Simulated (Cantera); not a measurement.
# Ignition delay

Mixture: 9.03 % CH4, 6.50 % CO, 17.8 % O2, 66.7 % N2, equivalence ratio 1.2, at 760 Torr, adiabatic and at constant pressure. Ignition delay is the time to a rise of 400 K.

Model: GRI-Mech 3.0 (53 species, 325 reactions), integrated in Cantera.

```tsv
T0 (K)	delay (ms)
1275	22.3
1375	5.66
1475	1.71
1575	0.621
1675	0.269
1775	0.133
```

```
Property                                                 Value
--------------------------------------------------  ----------
apparent activation energy between 1575 and 1775 K  180 kJ/mol
```
